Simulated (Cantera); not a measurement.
**Premixed flame**

A freely propagating, adiabatic, planar premixed flame of 2.74 % C3H8, 20.4 % O2, 76.9 % N2, equivalence ratio 0.67, unburnt at 575 K and 900 Torr; mixture-averaged transport, grid criteria slope 0.08 and curve 0.16, no radiation.

Cantera simulation using GRI-Mech 3.0 (53 species, 325 reactions); the numbers are that mechanism's predictions, not measurements. GRI-Mech 3.0 was tuned for natural gas; its chemistry of propane as a main component is partial and can be far from experiment. Burning velocities carry a grid error of a few per cent, more on coarse grids.

| z (mm) | T (K) | u (m/s) | x C3H8 | x O2 | x NO | x O | x CO2 | x CH2CO |
|---|---|---|---|---|---|---|---|---|
| -0.914 | 575 | 0.917 | 0.0273 | 0.204 | <1e-8 | <1e-8 | 7.07e-7 | 1.67e-8 |
| -0.609 | 577 | 0.921 | 0.0273 | 0.204 | <1e-8 | <1e-8 | 9.44e-6 | 2.66e-7 |
| -0.457 | 584 | 0.933 | 0.0273 | 0.203 | <1e-8 | <1e-8 | 4.48e-5 | 1.41e-6 |
| -0.305 | 623 | 0.999 | 0.0269 | 0.199 | 2.69e-8 | <1e-8 | 0.000340 | 1.30e-5 |
| -0.152 | 872 | 1.42 | 0.0211 | 0.174 | 2.86e-7 | 1.27e-6 | 0.00374 | 0.000194 |
| -0.0761 | 1186 | 1.97 | 0.00925 | 0.142 | 7.57e-7 | 4.45e-5 | 0.0105 | 0.000659 |
| 0 | 1519 | 2.56 | 0.000535 | 0.106 | 1.61e-6 | 0.000857 | 0.0227 | 0.000928 |
| 0.0761 | 1666 | 2.80 | 1.33e-6 | 0.0859 | 2.86e-6 | 0.00353 | 0.0362 | 0.000219 |
| 0.152 | 1724 | 2.89 | <1e-8 | 0.0778 | 4.12e-6 | 0.00498 | 0.0469 | 1.70e-5 |
| 0.305 | 1800 | 3.00 | <1e-8 | 0.0716 | 6.30e-6 | 0.00510 | 0.0597 | 6.64e-8 |
| 0.609 | 1886 | 3.12 | <1e-8 | 0.0677 | 9.54e-6 | 0.00389 | 0.0689 | <1e-8 |
| 1.22 | 1962 | 3.23 | <1e-8 | 0.0657 | 1.37e-5 | 0.00221 | 0.0738 | <1e-8 |
| 2.44 | 2011 | 3.30 | <1e-8 | 0.0647 | 1.82e-5 | 0.00102 | 0.0769 | <1e-8 |
x: mole fraction of selected species; z is measured from the peak of heat release.

| Property | Value |
|---|---|
| laminar burning velocity | 91.6 cm/s |
| thermal thickness | 0.305 mm |
| peak x(O) | 0.00524 |
| peak x(CH2CO) | 0.000998 |
| grid points | 135 |
